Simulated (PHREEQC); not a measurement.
Solution (35 °C): 0.021 mol KOH, 0.0015 mol Al(NO3)3 and 0.00033 mol CO2 per kg of water. Closed to the air; pH follows from the charge balance.

Computed with PHREEQC (ion-association model, wateq4f.dat).

```csv
quantity,before,after
pH,11.78,11.93
ionic strength (mol/kgw),0.0213,0.0228
HCO3- (mol/kgw),6.34e-6,4.36e-6
Al(OH)3 (mol/kgw),9.68e-10,6.83e-10
SI of Gibbsite (Al(OH)3),-0.57,-0.72
SI of Boehmite (AlOOH),-0.92,-1.07
```

**Question.** Which change was made?
A. KOH from 0.021 to 0.0231 mol/kgw
B. Al(NO3)3 replaced by NaAlO2 at the same molality
C. Al(NO3)3 from 0.0015 to 0.00165 mol/kgw
D. 0.0046 mol/kgw Ca(OH)2 added
E. CO2 from 0.00033 to 0.00066 mol/kgw

**Answer.** B, Al(NO3)3 replaced by NaAlO2 at the same molality

This is a speciation only: nothing precipitates in the calculation.
